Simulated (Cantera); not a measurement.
An adiabatic, constant-pressure homogeneous reactor starts with CH4 : C2H6 : C3H8 : O2 : N2 : CO2 = 1 : 0.27 : 0.21 : 7.83 : 46.2 : 7.8 (molar parts), equivalence ratio 0.51, at 1575 K and 0.920 bar.

Computed with Cantera and GRI-Mech 3.0 (53 species, 325 reactions).

Question: Predict: time of steepest temperature rise; temperature at 2.00 s; equilibrium temperature; x(OH) at 2.00 s.

Answer: 
| Quantity | Result |
|---|---|
| time of steepest temperature rise | 82.8 µs |
| temperature at 2.00 s | 2158 K |
| equilibrium temperature | 2158 K |
| x(OH) at 2.00 s | 0.00233 (gas-phase equilibrium 0.00233) |
